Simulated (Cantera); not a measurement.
## Equilibrium for nitride etching: Si3N4 + Cl2 + H2

A closed system holds: 1 mol Si3N4, 1.4 mol Cl2, 3 mol H2, equilibrated at 1000 Pa.

Equilibrium computed with Cantera from the NASA thermochemical tables; the gas is ideal and each condensed phase is pure. Candidate condensed phases: NH4Cl, Si, Si3N4; 28 gas species. The tables' values for SiCl3, SiCl, SiN are old estimates; treat these amounts as uncertain. Gases not in the tables: Si2H6 and higher silanes. Rates play no part.

```csv
T (K),x H2,x HCl,x N2,x SiCl2,x SiCl4,x SiCl3,n Si3N4(s),n Si(l)
775,0.528,0.343,0.0517,3.50e-10,0.0775,4.37e-7,0.889,0
925,0.502,0.388,0.0437,4.28e-7,0.0652,2.65e-5,0.906,0
1075,0.485,0.419,0.0385,6.92e-5,0.0564,0.000496,0.917,0
1225,0.472,0.436,0.0367,0.00297,0.0464,0.00417,0.920,0
1375,0.461,0.414,0.0500,0.0370,0.0228,0.0135,0.888,0
1525,0.477,0.299,0.0894,0.120,0.00301,0.0110,0.786,0
1675,0.510,0.173,0.126,0.185,0.000189,0.00410,0.682,0
1825,0.397,0.139,0.312,0.146,2.25e-5,0.00146,0,2.05
1975,0.386,0.148,0.309,0.139,5.91e-6,0.000830,0,2.06
```
x: gas mole fraction; n: condensed amount in mol.

From 775 K to 1675 K the condensed part is Si3N4(s). From 1825 K to 1975 K the condensed part is Si(l). The main Si-bearing gas is SiCl4 at 775 K and SiCl2 at 1975 K.
